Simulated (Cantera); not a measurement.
**Low-pressure radical oxidation in H2/O2**

A perfectly stirred reactor is fed with 1.19 % H₂, 98.8 % O₂, equivalence ratio 0.0060, at 25.5 Torr; it is held at 1325 K, and followed from long to short residence time.

Model: the H2/O2 subset of GRI-Mech 3.0, which has no nitrogen chemistry, integrated in Cantera. Radical loss at walls, strong at low pressure, is not modelled.

```csv
τ (s),x H₂,x O₂,x H,x O,x H₂O,x HO₂
19,3.94e-6,0.988,9.53e-7,0.000163,0.0118,1.33e-7
4.3,9.61e-6,0.988,4.11e-6,0.000432,0.0118,2.69e-7
0.96,2.30e-5,0.987,1.72e-5,0.00112,0.0117,5.04e-7
0.21,5.46e-5,0.985,6.53e-5,0.00269,0.0115,8.59e-7
0.048,0.000130,0.982,0.000187,0.00528,0.0112,1.27e-6
0.011,0.000349,0.980,0.000375,0.00767,0.0106,1.68e-6
0.0024,0.00116,0.979,0.000567,0.00806,0.00947,2.12e-6
```
x: mole fraction; the columns are a selection and need not sum to one.
